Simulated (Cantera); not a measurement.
Charge: 1 mol Si₃N₄, 0.038 mol C, 0.78 mol H₂, held at 2427 °C.

These are equilibrium values from Cantera (NASA tables, ideal gas, pure condensed phases), not measurements of a reactor. Candidate condensed phases: C, C₆H₆, C₇H₈, C₈H₁₈, Si, SiC, Si₃N₄; 105 gas species. Gases not in the tables: Si₂H₆ and higher silanes. The numbers say what is thermodynamically allowed, not how fast it happens.

Q: What share of the Si ends up in condensed phases as a function of P (Pa), at 1, 16, 250, 4000, 63000, 1000000?

A: 
| P (Pa) | Si condensed (%) | as |
|---|---|---|
| 1 | 0.0 | - |
| 16 | 0.0 | - |
| 250 | 0.0 | - |
| 4000 | 0.0 | - |
| 63000 | 95.5 | Si(l) |
| 1000000 | 99.6 | Si(l) |
